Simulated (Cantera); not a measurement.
Cantera run:

```python
import numpy as np
import cantera as ct

gas_names = [...]  # 110 gases of nasa_gas.yaml made of C, H, O
cond_names = """
    C(gr) C6H6(L) C7H8(L) C8H18(L),n-octa H2O(s) H2O(L)
""".split()


# ... load() reads the species with a 1 bar reference pressure and builds the phases ...
atoms = {
    'C2H4': {'C': 2, 'H': 4},
    'O2': {'O': 2},
    'H2': {'H': 2},
}
top_T = {'C(gr)': 4500}  # K; cautious upper limits of use, not melting points


# ... equilibrate(T, P, feed) seeds the gas with the atoms and calls Mixture.equilibrate('TP', solver="vcs", rtol=1e-11, max_steps=5000) ...
results = []
feed = {'C2H4': 1, 'O2': 0.03, 'H2': 28}  # mol
T = 775  # K
for P in [10, 72, 520, 3700, 27000, 190000, 1400000, 10000000]:
    mix = equilibrate(T, P, feed)
    results.append((T, P, feed, dict(zip(mix.species_names, mix.species_moles))))
    x = sorted(zip(gas.X, gas.species_names), reverse=True)
    print(f"T = {T:g} K  P = {P:g} Pa  gas = {mix.phase_moles(0):.4g} mol")
    print("   x: " + "  ".join(f"{s} {v:.3e}" for v, s in x if v > 1e-06))
    print("   condensed (mol): " + ("  ".join(f"{mix.phase(i).name} {mix.phase_moles(i):.4g}"
          for i in range(1, mix.n_phases) if mix.phase_moles(i) > 1e-12) or "none"))
```

It prints:

```
T = 775 K  P = 10 Pa  gas = 30.05 mol
   x: H2 9.978e-01  CO 1.987e-03  CH4 2.036e-04  H2O 8.951e-06
   condensed (mol): C(gr) 1.934
T = 775 K  P = 72 Pa  gas = 30.01 mol
   x: H2 9.965e-01  CO 1.935e-03  CH4 1.463e-03  H2O 6.268e-05
   condensed (mol): C(gr) 1.898
T = 775 K  P = 520 Pa  gas = 29.74 mol
   x: H2 9.876e-01  CH4 1.037e-02  CO 1.633e-03  H2O 3.785e-04  CO2 3.159e-06
   condensed (mol): C(gr) 1.643
T = 775 K  P = 3700 Pa  gas = 28.17 mol
   x: H2 9.321e-01  CH4 6.575e-02  H2O 1.290e-03  CO 8.285e-04  CO2 5.787e-06
   condensed (mol): C(gr) 0.1241
T = 775 K  P = 27000 Pa  gas = 28 mol
   x: H2 9.265e-01  CH4 7.140e-02  H2O 2.114e-03  CO 2.820e-05
   condensed (mol): none
T = 775 K  P = 190000 Pa  gas = 28 mol
   x: H2 9.264e-01  CH4 7.143e-02  H2O 2.142e-03
   condensed (mol): none
T = 775 K  P = 1.4e+06 Pa  gas = 28 mol
   x: H2 9.264e-01  CH4 7.143e-02  H2O 2.143e-03
   condensed (mol): none
T = 775 K  P = 1e+07 Pa  gas = 28 mol
   x: H2 9.264e-01  CH4 7.143e-02  H2O 2.143e-03
   condensed (mol): none
```

Equilibrium computed with Cantera from the NASA thermochemical tables; the gas is ideal and each condensed phase is pure. The ideal-gas law is rough above about 30 bar.
